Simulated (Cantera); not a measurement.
Feed: 1 mol CH₂F₂, held at 925 K and 8800 Pa.

Method: chemical equilibrium by Gibbs-energy minimisation in Cantera with the NASA 1993 tables (ideal gas, pure condensed phases). Candidate condensed phases: C, C₆H₆, C₇H₈, C₈H₁₈; 95 gas species. Rates play no part.

Base state: HF 1.000 (mole fractions); condensed: C(graphite).

Problem. What changes in the equilibrium state with this change: temperature from 925 K to 2375 K?

Solution. 
```
species            before     after
----------------  -------  --------
HF                  1.000     0.995
F                   <1e-9   0.00252
H                   <1e-9   0.00133
CF₂                 <1e-9  0.000159
CF                  <1e-9   5.48e-5
H₂                5.34e-7  0.000778
C(graphite), mol    1.000     1.000
```
